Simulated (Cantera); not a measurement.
Charge: 1 mol MgO, 0.079 mol Cl₂, 0.069 mol N₂, equilibrated at 1152 °C and 8.20 bar.

Equilibrium computed with Cantera from the NASA thermochemical tables; the gas is ideal and each condensed phase is pure. Candidate condensed phases: Mg, MgCl₂, MgO; 18 gas species. Mutual solubility and eutectic melting of coexisting phases are not modelled. Kinetics and transport are ignored.

Base state: N₂ 0.532, Cl₂ 0.279, O₂ 0.163, MgCl₂ 0.0188, Cl 0.00634, NO 0.000602, ClO 0.000199, NO₂ 1.04e-5 (mole fractions); condensed: MgCl₂(l) + MgO(s).

### Question
What changes in the equilibrium state with this change: MgO replaced by Al₂O₃?

### Answer
```
species          before    after
-------------  --------  -------
Cl₂               0.279    0.522
N₂                0.532    0.464
Cl              0.00634  0.00867
O₂                0.163  0.00229
MgCl₂            0.0188        0
AlCl₃                 0  0.00312
NO₂             1.04e-5  1.36e-7
NO             0.000602  6.67e-5
ClO            0.000199  3.23e-5
MgCl₂(l), mol    0.0400        0
MgO(s), mol       0.958        0
Al₂O₃(s), mol         0    1.000
```
Further candidate phases: Al, AlCl₃, AlN, Al₂O₃.

### Question
What changes in the equilibrium state with this change: temperature from 1152 °C to 1402 °C?

### Answer
```json
[
 {"species": "N₂", "before": "0.532", "after": "0.449"},
 {"species": "Cl₂", "before": "0.279", "after": "0.201"},
 {"species": "MgCl₂", "before": "0.0188", "after": "0.172"},
 {"species": "Cl", "before": "0.00634", "after": "0.0263"},
 {"species": "O₂", "before": "0.163", "after": "0.149"},
 {"species": "ClO", "before": "0.000199", "after": "0.000585"},
 {"species": "NO", "before": "0.000602", "after": "0.00168"},
 {"species": "NO₂", "before": "1.04e-5", "after": "1.35e-5"},
 {"species": "MgCl₂(l), mol", "before": "0.0400", "after": "0.0197"},
 {"species": "MgO(s), mol", "before": "0.958", "after": "0.954"}
]
```
